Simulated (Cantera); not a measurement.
Input (Python, Cantera) and output of one run.

```python
import numpy as np
import cantera as ct

gas_names = [...]  # 115 gases of nasa_gas.yaml made of C, Ca, H, O
cond_names = """
    C(gr) C6H6(L) C7H8(L) C8H18(L),n-octa Ca(a) Ca(b) Ca(L) CaCO3(caL) CaO(s) CaO(L) CaO2H2(s) H2O(s)
    H2O(L)
""".split()


# ... load() reads the species with a 1 bar reference pressure and builds the phases ...
atoms = {
    'Ca(OH)2': {'Ca': 1, 'O': 2, 'H': 2},
    'CO2': {'C': 1, 'O': 2},
    'C': {'C': 1},
}
top_T = {'C(gr)': 4500}  # K; cautious upper limits of use, not melting points


# ... equilibrate(T, P, feed) seeds the gas with the atoms and calls Mixture.equilibrate('TP', solver="vcs", rtol=1e-11, max_steps=5000) ...
results = []
T = 1473.15  # K
P = 100000  # Pa
for m in [0.014, 0.02, 0.03, 0.045, 0.068, 0.1, 0.15, 0.23, 0.34, 0.5, 0.75, 1.1, 1.7]:
    feed = {'Ca(OH)2': 1, 'CO2': 0.88, 'C': m}  # mol
    mix = equilibrate(T, P, feed)
    results.append((T, P, feed, dict(zip(mix.species_names, mix.species_moles))))

top = {s: max(r[3][s] / sum(r[3][g] for g in gas_names) for r in results) for s in gas_names}
cols = sorted((s for s in top if top[s] > 0.0001), key=lambda s: -top[s])[:5]
seen = [c for c in cond_names if any(r[3].get(c, 0) > 1e-12 for r in results)]
print("log10 of partial pressures in bar; condensed amounts in mol")
print(f"{'n(C)':>10s}" + "".join(f"{s[:9]:>10s}" for s in cols + seen))
for T, P, feed, n in results:
    ng = sum(n[g] for g in gas_names)
    print(f"{feed['C']:10.4g}" + "".join(f"{np.log10(max(n[s] / ng * P / 1e5, 1e-99)):10.3f}" for s in cols)
          + "".join(f"{n.get(c, 0):10.4g}" for c in seen))
```

Output:

```
log10 of partial pressures in bar; condensed amounts in mol
      n(C)        CO       H2O       CO2        H2    CaO(s)
     0.014    -1.994    -0.281    -0.335    -2.333         1
      0.02    -1.840    -0.284    -0.338    -2.180         1
      0.03    -1.666    -0.289    -0.342    -2.007         1
     0.045    -1.493    -0.297    -0.348    -1.835         1
     0.068    -1.318    -0.308    -0.358    -1.662         1
       0.1    -1.157    -0.324    -0.371    -1.504         1
      0.15    -0.990    -0.350    -0.392    -1.341         1
      0.23    -0.820    -0.390    -0.426    -1.177         1
      0.34    -0.670    -0.446    -0.474    -1.035         1
       0.5    -0.529    -0.529    -0.547    -0.905         1
      0.75    -0.392    -0.667    -0.669    -0.783         1
       1.1    -0.275    -0.891    -0.875    -0.684         1
       1.7    -0.158    -1.620    -1.580    -0.593         1
```

These are equilibrium values from Cantera (NASA tables, ideal gas, pure condensed phases), not measurements of a reactor.
